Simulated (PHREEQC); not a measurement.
A solution holds 0.16 mmol/kgw HF and 0.0041 mmol/kgw (NH4)2SiF6, at 80 °C. Closed to the air; pH follows from the charge balance.

The numbers come from PHREEQC with the ion-association model, phreeqc.dat.

| Quantity | Result |
|---|---|
| pH | 3.94 |
| ionic strength | 0.000123 mol/kgw |
| specific conductance | 118 µS/cm |
| total alkalinity | -0.176 meq/kg |

| species | molality | activity | log γ |
|---|---|---|---|
| F- | 0.000123 | 0.000121 | -0.006 |
| H+ | 0.000115 | 0.000113 | -0.006 |
| HF | 6.12e-5 | 6.12e-5 | 0.000 |
| NH4+ | 8.20e-6 | 8.08e-6 | -0.006 |
| H4SiO4 | 4.10e-6 | 4.10e-6 | 0.000 |
| HF2- | 3.24e-8 | 3.19e-8 | -0.006 |
| OH- | 2.30e-9 | 2.27e-9 | -0.006 |
| NH3 | 1.05e-9 | 1.05e-9 | 0.000 |

Precipitation was switched off in this run. Away from 25 °C the constants follow the database's enthalpies or fits; those with neither stay at their 25 °C values. SiF6-2 is the database's only silicon fluoride.
